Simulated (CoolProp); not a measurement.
Dimethyl ether along the isotherm 525 K: Z from the reference equation and from simpler models built on Tc = 400.4 K, pc = 5.337 MPa, ω = 0.196; each cubic takes its own stable root.

Computed with CoolProp (reference Helmholtz-energy equation of state, Wu 2011).

```tsv
p (MPa)	phase	reference
0.205	gas	0.9942
0.411	gas	0.9884
0.616	gas	0.9826
0.821	gas	0.9768
1.03	gas	0.9710
1.23	gas	0.9654
1.44	gas	0.9596
1.64	gas	0.9541
1.85	gas	0.9483
2.05	gas	0.9428
2.26	gas	0.9371
2.46	gas	0.9316
2.67	gas	0.9259
```

### Question
How far does each simpler model (Pitzer virial, Redlich-Kwong) lie from the reference over these 13 states: mean and median of the absolute difference, and the worst?

### Answer
- Pitzer virial: mean 0.5 %, median 0.5 %, worst +0.8 % at 525 K and 2.67 MPa
- Redlich-Kwong: mean 0.1 %, median 0.1 %, worst -0.2 % at 525 K and 2.67 MPa
